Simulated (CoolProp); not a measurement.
n-perfluoropentane along the isobar 2630 kPa: Z from the reference equation and from simpler models built on Tc = 421.0 K, pc = 2063 kPa, ω = 0.436; each cubic takes its own stable root.

The numbers come from the reference Helmholtz-energy equation of state, Gao 2022 in CoolProp.

```json
[
 {"T (K)": "361", "phase": "liquid", "reference": "0.1814", "van der Waals": "0.2872", "Soave-Redlich-Kwong": "0.1980", "Peng-Robinson": "0.1752"},
 {"T (K)": "374.9", "phase": "liquid", "reference": "0.1830", "van der Waals": "0.2878", "Soave-Redlich-Kwong": "0.2022", "Peng-Robinson": "0.1791"},
 {"T (K)": "388.8", "phase": "liquid", "reference": "0.1867", "van der Waals": "0.2908", "Soave-Redlich-Kwong": "0.2099", "Peng-Robinson": "0.1863"},
 {"T (K)": "402.7", "phase": "liquid", "reference": "0.1941", "van der Waals": "0.2973", "Soave-Redlich-Kwong": "0.2234", "Peng-Robinson": "0.1992"},
 {"T (K)": "416.6", "phase": "liquid", "reference": "0.2095", "van der Waals": "0.3097", "Soave-Redlich-Kwong": "?", "Peng-Robinson": "0.2245"},
 {"T (K)": "430.5", "phase": "supercritical", "reference": "0.2653", "van der Waals": "0.3346", "Soave-Redlich-Kwong": "0.3243", "Peng-Robinson": "0.2992"},
 {"T (K)": "444.4", "phase": "supercritical", "reference": "0.4860", "van der Waals": "0.3988", "Soave-Redlich-Kwong": "0.5125", "Peng-Robinson": "0.4832"},
 {"T (K)": "458.3", "phase": "supercritical", "reference": "0.5981", "van der Waals": "0.5174", "Soave-Redlich-Kwong": "0.6188", "Peng-Robinson": "?"},
 {"T (K)": "472.2", "phase": "supercritical", "reference": "0.6680", "van der Waals": "0.5953", "Soave-Redlich-Kwong": "0.6872", "Peng-Robinson": "0.6557"},
 {"T (K)": "486.1", "phase": "supercritical", "reference": "0.7190", "van der Waals": "0.6481", "Soave-Redlich-Kwong": "0.7378", "Peng-Robinson": "0.7067"},
 {"T (K)": "500", "phase": "supercritical", "reference": "0.7588", "van der Waals": "?", "Soave-Redlich-Kwong": "0.7778", "Peng-Robinson": "0.7471"}
]
```

### Question
Complete the blanks.

### Answer

- 416.6, Soave-Redlich-Kwong: 0.2497
- 458.3, Peng-Robinson: 0.5876
- 500, van der Waals: 0.6881
